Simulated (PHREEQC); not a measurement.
NaOH is added in steps, without added water, to 1 kg of water holding 0.0059 mol/kgw Cu(BF4)2, at 25 °C. O2 is buffered at 0.21 atm. No CO2 enters from the air. Solids allowed: Cu(OH)2, CuF2:2H2O. Others were left out.

Base run: PHREEQC, ion-association model, wateq4f.dat. Each further column changes one thing. The table gives pH.

```json
[
 {"NaOH added (mol)": "0", "base": "2.92", "Cu(BF4)2 from 0.0059 to 0.0295 mol/kgw": "2.73", "Cu(BF4)2 from 0.0059 to 0.00885 mol/kgw": "2.88", "temperature from 25 to 75 °C": "3.07"},
 {"NaOH added (mol)": "0.0066", "base": "3.71", "Cu(BF4)2 from 0.0059 to 0.0295 mol/kgw": "3.28", "Cu(BF4)2 from 0.0059 to 0.00885 mol/kgw": "3.60", "temperature from 25 to 75 °C": "(withheld)"},
 {"NaOH added (mol)": "0.0099", "base": "3.98", "Cu(BF4)2 from 0.0059 to 0.0295 mol/kgw": "3.49", "Cu(BF4)2 from 0.0059 to 0.00885 mol/kgw": "3.86", "temperature from 25 to 75 °C": "3.96"},
 {"NaOH added (mol)": "0.0165", "base": "4.39", "Cu(BF4)2 from 0.0059 to 0.0295 mol/kgw": "3.81", "Cu(BF4)2 from 0.0059 to 0.00885 mol/kgw": "4.23", "temperature from 25 to 75 °C": "4.34"},
 {"NaOH added (mol)": "0.0198", "base": "4.57", "Cu(BF4)2 from 0.0059 to 0.0295 mol/kgw": "3.94", "Cu(BF4)2 from 0.0059 to 0.00885 mol/kgw": "4.38", "temperature from 25 to 75 °C": "4.51"},
 {"NaOH added (mol)": "0.0264", "base": "4.92", "Cu(BF4)2 from 0.0059 to 0.0295 mol/kgw": "4.15", "Cu(BF4)2 from 0.0059 to 0.00885 mol/kgw": "4.64", "temperature from 25 to 75 °C": "4.87"},
 {"NaOH added (mol)": "0.0297", "base": "5.14", "Cu(BF4)2 from 0.0059 to 0.0295 mol/kgw": "(withheld)", "Cu(BF4)2 from 0.0059 to 0.00885 mol/kgw": "4.76", "temperature from 25 to 75 °C": "(withheld)"},
 {"NaOH added (mol)": "0.0363", "base": "5.71", "Cu(BF4)2 from 0.0059 to 0.0295 mol/kgw": "4.39", "Cu(BF4)2 from 0.0059 to 0.00885 mol/kgw": "5.00", "temperature from 25 to 75 °C": "5.10"},
 {"NaOH added (mol)": "0.0396", "base": "5.80", "Cu(BF4)2 from 0.0059 to 0.0295 mol/kgw": "4.46", "Cu(BF4)2 from 0.0059 to 0.00885 mol/kgw": "5.13", "temperature from 25 to 75 °C": "5.23"},
 {"NaOH added (mol)": "0.0462", "base": "6.32", "Cu(BF4)2 from 0.0059 to 0.0295 mol/kgw": "4.59", "Cu(BF4)2 from 0.0059 to 0.00885 mol/kgw": "(withheld)", "temperature from 25 to 75 °C": "6.12"},
 {"NaOH added (mol)": "0.0495", "base": "8.53", "Cu(BF4)2 from 0.0059 to 0.0295 mol/kgw": "4.65", "Cu(BF4)2 from 0.0059 to 0.00885 mol/kgw": "5.63", "temperature from 25 to 75 °C": "(withheld)"},
 {"NaOH added (mol)": "0.0561", "base": "9.62", "Cu(BF4)2 from 0.0059 to 0.0295 mol/kgw": "4.75", "Cu(BF4)2 from 0.0059 to 0.00885 mol/kgw": "5.73", "temperature from 25 to 75 °C": "9.21"},
 {"NaOH added (mol)": "0.0594", "base": "10.74", "Cu(BF4)2 from 0.0059 to 0.0295 mol/kgw": "4.80", "Cu(BF4)2 from 0.0059 to 0.00885 mol/kgw": "5.80", "temperature from 25 to 75 °C": "(withheld)"},
 {"NaOH added (mol)": "0.066", "base": "11.75", "Cu(BF4)2 from 0.0059 to 0.0295 mol/kgw": "4.90", "Cu(BF4)2 from 0.0059 to 0.00885 mol/kgw": "6.04", "temperature from 25 to 75 °C": "(withheld)"}
]
```

**Question.** Fill in the missing entries.

**Answer.** 
- 0.0066, temperature from 25 to 75 °C: 3.73
- 0.0297, Cu(BF4)2 from 0.0059 to 0.0295 mol/kgw: 4.24
- 0.0297, temperature from 25 to 75 °C: 4.93
- 0.0462, Cu(BF4)2 from 0.0059 to 0.00885 mol/kgw: 5.47
- 0.0495, temperature from 25 to 75 °C: 8.18
- 0.0594, temperature from 25 to 75 °C: 9.78
- 0.066, temperature from 25 to 75 °C: 10.46

Real BF4- forms and hydrolyses slowly; the run takes it at equilibrium. The database's constant for dissolved Cu(OH)2 is higher than later reviews accept. Constants without temperature data keep their 25 °C values here.
